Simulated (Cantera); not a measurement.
Feed: 1 mol Pb, 0.15 mol O₂, 260 mol N₂, equilibrated at 1052 °C and 0.180 bar.

Equilibrium computed with Cantera from the NASA thermochemical tables; the gas is ideal and each condensed phase is pure. Candidate condensed phases: Pb, PbO, PbO₂, Pb₃O₄; 12 gas species. Gases not in the tables: (PbO)n polymers. Kinetics and transport are ignored.

Base state: N₂ 0.996, Pb 0.00269, PbO 0.00114 (mole fractions); condensed: gas only.

**Question.** What changes in the equilibrium state with this change: Pb replaced by Al?

**Answer.** 
| species | before | after |
|---|---|---|
| N₂ | 0.996 | 1.00 |
| Pb | 0.00269 | 0 |
| PbO | 0.00114 | 0 |
| AlN(s), mol | 0 | 0.800 |
| Al₂O₃(s), mol | 0 | 0.100 |
Mutual solubility and eutectic melting of coexisting phases are not modelled. Further candidate phases: Al, AlN, Al₂O₃.
